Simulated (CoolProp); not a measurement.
500 sccm (0 °C, 1 atm) of nitrogen bubbles through liquid 1,2-dichloroethane at 327.8 K and leaves saturated at a total pressure of 0.15 MPa (ideal gas phase). Each further row changes one setting.

Model: reference Helmholtz-energy equation of state, Thol 2015, in CoolProp.

```
case                      vapour pressure (kPa)  mole fraction of vapour  delivery (mg/min)  delivery (sccm)  change of delivery for a bath 1 K warmer (%)
------------------------  ---------------------  -----------------------  -----------------  ---------------  --------------------------------------------
as stated                                  37.3                    0.249                731              166                                           5.2
bath temperature 332.8 K                   45.0                    0.300                947              214                                           5.4
total pressure 0.3 MPa                     37.3                    0.124                314             71.0                                           4.5
```
